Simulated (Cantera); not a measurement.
What does this Cantera script print?

```python
import numpy as np
import cantera as ct

gas_names = """
    CL CL2 H HCL H2 N NH NH2 NH3 N2 N2H2 N2H4 Si SiCL SiCL2 SiCL3 SiCL4 SiH SiHCL3 SiH2 SiH2CL2 SiH3
    SiH3CL SiH4 SiN Si2 Si2N Si3
""".split()
cond_names = """
    NH4CL(a) NH4CL(b) Si(cr) Si(L) Si3N4(a)
""".split()


def load(file, names, dense=False):
    # The tables refer to 1 bar. Condensed volumes are neglected.
    table = {s.name: s for s in ct.Species.list_from_file(file)}
    out = []
    for n in names:
        d = dict(table[n].input_data)
        d["thermo"] = dict(d["thermo"], **{"reference-pressure": 1e5})
        if dense:
            d["equation-of-state"] = {"model": "constant-volume", "density": "1e6 g/cm^3"}
        out.append(ct.Species.from_dict(d))
    return out


gas = ct.Solution(thermo="ideal-gas", species=load("nasa_gas.yaml", gas_names))
cond = {s.name: ct.Solution(thermo="fixed-stoichiometry", species=[s], name=s.name)
        for s in load("nasa_condensed.yaml", cond_names, dense=True)}
atoms = {
    'SiCl4': {'Si': 1, 'CL': 4},
    'NH3': {'N': 1, 'H': 3},
    'H2': {'H': 2},
}
top_T = {'Si3N4(a)': 2400}  # K; cautious upper limits of use, not melting points


def equilibrate(T, P, feed):
    n = {}
    for name, mol in feed.items():
        for a, k in atoms[name].items():
            n[a] = n.get(a, 0.0) + k * mol
    gas.TPX = T, P, n
    mass = sum(n.values()) * gas.mean_molecular_weight
    gas.equilibrate("TP")
    valid = [c for c in cond.values() if c.min_temp <= T <= top_T.get(c.name, c.max_temp)]
    mix = ct.Mixture([(gas, mass / gas.mean_molecular_weight)] + [(c, 0.0) for c in valid])
    mix.T, mix.P = T, P
    mix.equilibrate("TP", solver="vcs", rtol=1e-11, max_steps=5000)
    return mix


results = []
T = 1448.15  # K
P = 1333.22  # Pa
for m in [2.3, 3.1, 4.3, 5.8, 8, 11, 15, 21]:
    feed = {'SiCl4': 1, 'NH3': 2.3, 'H2': m}  # mol
    mix = equilibrate(T, P, feed)
    results.append((T, P, feed, dict(zip(mix.species_names, mix.species_moles))))
    x = sorted(zip(gas.X, gas.species_names), reverse=True)
    print(f"T = {T:g} K  P = {P:g} Pa  n(H2) = {m:g} mol  gas = {mix.phase_moles(0):.4g} mol")
    print("   x: " + "  ".join(f"{s} {v:.3e}" for v, s in x if v > 0.001))
    print("   condensed (mol): " + ("  ".join(f"{mix.phase(i).name} {mix.phase_moles(i):.4g}"
          for i in range(1, mix.n_phases) if mix.phase_moles(i) > 1e-12) or "none"))
```

It prints:

```
T = 1448.15 K  P = 1333.22 Pa  n(H2) = 2.3 mol  gas = 8.453 mol
   x: H2 5.077e-01  HCL 3.443e-01  N2 9.349e-02  SiCL2 4.016e-02  SiCL3 7.887e-03  SiCL4 5.690e-03
   condensed (mol): Si3N4(a) 0.1799
T = 1448.15 K  P = 1333.22 Pa  n(H2) = 3.1 mol  gas = 9.249 mol
   x: H2 5.460e-01  HCL 3.237e-01  N2 8.342e-02  SiCL2 3.563e-02  SiCL3 6.346e-03  SiCL4 4.152e-03
   condensed (mol): Si3N4(a) 0.1892
T = 1448.15 K  P = 1333.22 Pa  n(H2) = 4.3 mol  gas = 10.44 mol
   x: H2 5.939e-01  HCL 2.960e-01  N2 7.176e-02  SiCL2 3.028e-02  SiCL3 4.729e-03  SiCL4 2.712e-03
   condensed (mol): Si3N4(a) 0.2004
T = 1448.15 K  P = 1333.22 Pa  n(H2) = 5.8 mol  gas = 11.93 mol
   x: H2 6.417e-01  HCL 2.664e-01  N2 6.102e-02  SiCL2 2.529e-02  SiCL3 3.420e-03  SiCL4 1.699e-03
   condensed (mol): Si3N4(a) 0.2109
T = 1448.15 K  P = 1333.22 Pa  n(H2) = 8 mol  gas = 14.12 mol
   x: H2 6.948e-01  HCL 2.315e-01  N2 4.997e-02  SiCL2 2.015e-02  SiCL3 2.276e-03
   condensed (mol): Si3N4(a) 0.2221
T = 1448.15 K  P = 1333.22 Pa  n(H2) = 11 mol  gas = 17.11 mol
   x: H2 7.464e-01  HCL 1.959e-01  N2 4.002e-02  SiCL2 1.557e-02  SiCL3 1.435e-03
   condensed (mol): Si3N4(a) 0.2326
T = 1448.15 K  P = 1333.22 Pa  n(H2) = 15 mol  gas = 21.1 mol
   x: H2 7.932e-01  HCL 1.622e-01  N2 3.156e-02  SiCL2 1.176e-02
   condensed (mol): Si3N4(a) 0.2421
T = 1448.15 K  P = 1333.22 Pa  n(H2) = 21 mol  gas = 27.09 mol
   x: H2 8.382e-01  HCL 1.287e-01  N2 2.390e-02  SiCL2 8.444e-03
   condensed (mol): Si3N4(a) 0.2513
```

Method: chemical equilibrium by Gibbs-energy minimisation in Cantera with the NASA 1993 tables (ideal gas, pure condensed phases). The tables' values for SiCl3 are old estimates; treat these amounts as uncertain.
